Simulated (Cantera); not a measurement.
**Adiabatic ignition**

An adiabatic, constant-pressure homogeneous reactor starts with CH₄ : O₂ : N₂ = 1 : 2.1 : 9.77 (molar parts), equivalence ratio 0.95, at 1425 K and 760 Torr.

Computed with Cantera and GRI-Mech 3.0 (53 species, 325 reactions).

```tsv
t (s)	T (K)	x CH₄	x O₂	x H₂O	x C₂H₂	x H
4.00e-6	1425	0.0777	0.163	1.00e-8	<1e-12	2.45e-9
1.24e-5	1425	0.0777	0.163	4.93e-8	<1e-12	2.67e-9
3.83e-5	1425	0.0777	0.163	2.92e-7	<1e-12	3.47e-9
0.000119	1425	0.0777	0.163	2.61e-6	<1e-12	7.24e-9
0.000367	1425	0.0776	0.163	3.29e-5	6.67e-11	3.16e-8
0.00114	1427	0.0770	0.163	0.000458	2.33e-8	1.90e-7
0.00352	2585	<1e-12	0.0216	0.130	<1e-12	0.00528
0.0109	2614	<1e-12	0.0179	0.133	<1e-12	0.00407
0.0337	2612	<1e-12	0.0175	0.133	<1e-12	0.00405
0.104	2612	<1e-12	0.0175	0.133	<1e-12	0.00405
0.323	2612	<1e-12	0.0175	0.133	<1e-12	0.00405
1.00	2612	<1e-12	0.0175	0.133	<1e-12	0.00405
```
x: mole fraction; the columns are a selection and need not sum to one.

```
Property                                                           Value
---------------------------------  -------------------------------------
time of steepest temperature rise                                3.05 ms
temperature at 1.00 s                                             2612 K
equilibrium temperature                                           2612 K
x(CH₄) at 1.00 s                   <1e-12 (gas-phase equilibrium <1e-12)
x(O₂) at 1.00 s                    0.0175 (gas-phase equilibrium 0.0175)
x(H₂O) at 1.00 s                     0.133 (gas-phase equilibrium 0.133)
```
